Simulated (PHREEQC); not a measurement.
A solution holds 110 mmol/kgw HCl, 9.3 mmol/kgw FeCl2 and 0.032 mmol/kgw Fe2(SO4)3, at 25 °C. Closed to the air; pH follows from the charge balance.

All values are PHREEQC results (ion-association model, phreeqc.dat), not measurements.

Precipitation was switched off in this run.

Q: Estimate the pH.

A: pH 1.05.

Q: In which forms is S present?

A: HSO4- 74 %, SO4-2 19 %, FeSO4 3.6 %, FeHSO4+ 2.8 % of the S.

Species that the database lacks are ignored.
